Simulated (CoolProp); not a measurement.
C2F6 (R116) at 298.15 K and 3.38 MPa is throttled through a valve to 0.502 MPa with no heat exchange. Each further row changes one setting.

Model: reference Helmholtz-energy equation of state, Lemmon 2006, in CoolProp. It is a short technical equation, of lower accuracy than the large ones.

| case | temperature change (K) | final density (kg/m³) |
|---|---|---|
| as stated | ? | ? |
| outlet pressure 0.151 MPa | -66.7 | ? |
| outlet pressure 0.653 MPa | ? | ? |

Problem. Fill in the missing entries.

Solution. 
- as stated, temperature change (K): -60.3
- as stated, final density (kg/m³): 40.0
- outlet pressure 0.151 MPa, final density (kg/m³): 11.3
- outlet pressure 0.653 MPa, temperature change (K): -57.5
- outlet pressure 0.653 MPa, final density (kg/m³): 53.7
